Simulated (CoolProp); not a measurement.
Vapour-liquid equilibrium of n-octane (1) + n-dodecane (2) at 0.00394 MPa; x and y are mole fractions of (1).

The numbers come from the multi-fluid Helmholtz-energy mixture model, Beckmüller 2019 and Lemmon 2004; pair parameters Bell 2016 in CoolProp.

Q: Give the bubble temperature and the first vapour's composition at x = 0.05, 0.35, 0.65. Is there an azeotrope?

A: x = 0.05: 99.6 °C, y = 0.519; x = 0.35: 61.9 °C, y = 0.958; x = 0.65: 47.9 °C, y = 0.991. No azeotrope shows between x = 0.05 and 0.95.

Pair parameters are fitted to limited data, so mixtures are less certain than the pure fluids.
